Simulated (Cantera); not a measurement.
Charge: 1 mol TiO2, 4.6 mol CO, 0.13 mol H2, at 0.0390 bar.

Equilibrium computed with Cantera from the NASA thermochemical tables; the gas is ideal and each condensed phase is pure. Candidate condensed phases: C, C6H6, C7H8, C8H18, H2O, Ti, TiC, TiO, TiO2, Ti2O3, Ti3O5, Ti4O7; 113 gas species. Mutual solubility and eutectic melting of coexisting phases are not modelled. Condensed phases not in the tables: Magnéli phases beyond Ti4O7. Kinetics and transport are ignored.

x: gas mole fraction; n: condensed amount in mol.

```
T (K)   x CO   x CO2    x H2    x H2O  n TiO2(rutile)  n Ti4O7(s)  n Ti4O7(l)
-----  -----  ------  ------  -------  --------------  ----------  ----------
1700   0.956  0.0166  0.0259  0.00154           0.657      0.0858           0
1725   0.954  0.0186  0.0256  0.00176           0.615      0.0963           0
1750   0.952  0.0207  0.0254  0.00200           0.570       0.108           0
1775   0.949  0.0231  0.0251  0.00227           0.520       0.120           0
1800   0.947  0.0256  0.0248  0.00256           0.466       0.133           0
1825   0.944  0.0284  0.0244  0.00288           0.408       0.148           0
1850   0.941  0.0313  0.0240  0.00322           0.346       0.164           0
1875   0.938     ___  0.0236      ___             ___         ___           0
1900   0.934  0.0380  0.0232  0.00397           0.206       0.198           0
1925   0.931  0.0416  0.0227  0.00438           0.129       0.218           0
1950   0.927  0.0455  0.0222  0.00481          0.0467           0       0.238
1975   0.924  0.0477  0.0219  0.00507               0           0       0.250
2000   0.924  0.0477  0.0217  0.00513               0           0       0.250
2025   0.924  0.0476  0.0215  0.00519               0           0       0.250
```

Problem. Complete the blanks.

Solution. 
- 1875, x CO2: 0.0345
- 1875, x H2O: 0.00358
- 1875, n TiO2(rutile): 0.279
- 1875, n Ti4O7(s): 0.180
